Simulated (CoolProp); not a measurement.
The fluid at 298.15 K and 1.46 MPa is throttled through a valve to 0.791 MPa with no heat exchange. The same conditions are run with several fluids, on thermodynamics alone (safety and materials aside).

Values from CoolProp's reference Helmholtz-energy equation of state of each fluid (carbon monoxide: Lemmon 2006; methane: Setzmann 1991; CF4 (R14): Platzer 1990; nitrogen: Span 2000; ethane: Bücker 2006). The equations of Platzer and Polt are older, rougher fits.

Rank carbon monoxide, methane, CF4 (R14), nitrogen, ethane by temperature change (K), highest first.

nitrogen (-1.4), carbon monoxide (-1.6), methane (-2.9), CF4 (R14) (-3.7), ethane (-8.1)

| fluid | final density (kg/m³) |
|---|---|
| carbon monoxide | 9.01 |
| methane | 5.24 |
| CF4 (R14) | 29.3 |
| nitrogen | 8.99 |
| ethane | 10.6 |
